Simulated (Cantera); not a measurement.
Cantera run:

```python
import numpy as np
import cantera as ct

gas_names = """
    CL CL2 H HCL H2 N NH NH2 NH3 N2 N2H2 N2H4 Si SiCL SiCL2 SiCL3 SiCL4 SiH SiHCL3 SiH2 SiH2CL2 SiH3
    SiH3CL SiH4 SiN Si2 Si2N Si3
""".split()
cond_names = """
    NH4CL(a) NH4CL(b) Si(cr) Si(L) Si3N4(a)
""".split()


# ... load() reads the species with a 1 bar reference pressure and builds the phases ...
atoms = {
    'SiHCl3': {'Si': 1, 'H': 1, 'CL': 3},
    'N2': {'N': 2},
    'H2': {'H': 2},
}
top_T = {'Si3N4(a)': 2400}  # K; cautious upper limits of use, not melting points


# ... equilibrate(T, P, feed) seeds the gas with the atoms and calls Mixture.equilibrate('TP', solver="vcs", rtol=1e-11, max_steps=5000) ...
results = []
feed = {'SiHCl3': 1, 'N2': 75, 'H2': 0.16}  # mol
T = 1823.15  # K
for P in [5, 17, 59, 210, 710, 2400, 8400, 29000, 100000]:
    mix = equilibrate(T, P, feed)
    results.append((T, P, feed, dict(zip(mix.species_names, mix.species_moles))))

top = {s: max(r[3][s] / sum(r[3][g] for g in gas_names) for r in results) for s in gas_names}
cols = sorted((s for s in top if top[s] > 1e-06), key=lambda s: -top[s])[:6]
seen = [c for c in cond_names if any(r[3].get(c, 0) > 1e-12 for r in results)]
print("log10 of partial pressures in bar; condensed amounts in mol")
print(f"{'P/Pa':>10s}" + "".join(f"{s[:9]:>10s}" for s in cols + seen))
for T, P, feed, n in results:
    ng = sum(n[g] for g in gas_names)
    print(f"{P:10.4g}" + "".join(f"{np.log10(max(n[s] / ng * P / 1e5, 1e-99)):10.3f}" for s in cols)
          + "".join(f"{n.get(c, 0):10.4g}" for c in seen))
```

Result:

```
log10 of partial pressures in bar; condensed amounts in mol
      P/Pa        N2     SiCL2       HCL        CL        Si         H  Si3N4(a)
         5    -4.318    -6.393    -6.282    -6.250    -6.682    -6.874         0
        17    -3.784    -5.740    -5.731    -6.002    -6.527    -6.572         0
        59    -3.243    -5.148    -5.178    -5.740    -6.459    -6.282         0
       210    -2.691    -4.578    -4.611    -5.450    -6.469    -6.004         0
       710    -2.161    -4.044    -4.069    -5.165    -6.504    -5.746         0
      2400    -1.632    -3.517    -3.532    -4.889    -6.530    -5.486         0
      8400    -1.088    -2.979    -2.988    -4.620    -6.530    -5.211         0
   2.9e+04    -0.550    -2.452    -2.459    -4.373    -6.497    -4.929         0
     1e+05    -0.012    -1.964    -1.907    -4.073    -6.608    -4.677   0.01565
```

Equilibrium computed with Cantera from the NASA thermochemical tables; the gas is ideal and each condensed phase is pure. The tables' values for SiCl3, SiCl, SiN are old estimates; treat these amounts as uncertain.
